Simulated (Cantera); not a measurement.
A closed system holds: 1 mol Si, 0.35 mol O₂, 340 mol H₂, equilibrated at 1375 °C.

These are equilibrium values from Cantera (NASA tables, ideal gas, pure condensed phases), not measurements of a reactor. Candidate condensed phases: H₂O, Si, SiO₂; 18 gas species. Mutual solubility and eutectic melting of coexisting phases are not modelled. The tables hold silica as quartz up to 1696 K and as liquid above; real silica turns to tridymite and cristobalite and melts near 1996 K. Gases not in the tables: Si₂H₆ and higher silanes. Equilibrium is a limit: real reactors are often held back by kinetics, nucleation or transport.

Problem. What share of the Si ends up in condensed phases as a function of P (Pa), at 0.100, 1.50, 22, 320, 4600, 68000, 1000000?

Solution. 
| P (Pa) | Si condensed (%) | as |
|---|---|---|
| 0.100 | 0.0 | - |
| 1.50 | 0.0 | - |
| 22 | 0.0 | - |
| 320 | 26.6 | Si(s) |
| 4600 | 29.4 | Si(s) |
| 68000 | 29.8 | Si(s) |
| 1000000 | 78.9 | Si(s) + SiO₂(β-quartz) |
